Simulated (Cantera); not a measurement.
An adiabatic, constant-pressure homogeneous reactor starts with CH4 : H2 : O2 : N2 = 1 : 0.059 : 2.98 : 16 (molar parts), equivalence ratio 0.68, at 1248 K and 13.8 atm.

Detailed kinetics in Cantera: GRI-Mech 3.0 (53 species, 325 reactions). The pressure lies above the range GRI-Mech 3.0 was tuned for (to about 10 atm).

Problem. Predict: time of steepest temperature rise; temperature at 0.300 s; equilibrium temperature; x(H2) at 0.300 s; x(O2) at 0.300 s; x(NO) at 0.300 s.

Solution. 
```
Item                                                                  Result
---------------------------------  -----------------------------------------
time of steepest temperature rise                                    1.22 ms
temperature at 0.300 s                                                2284 K
equilibrium temperature                                               2284 K
x(H2) at 0.300 s                   0.000247 (gas-phase equilibrium 0.000247)
x(O2) at 0.300 s                       0.0437 (gas-phase equilibrium 0.0437)
x(NO) at 0.300 s                     0.00698 (gas-phase equilibrium 0.00698)
```
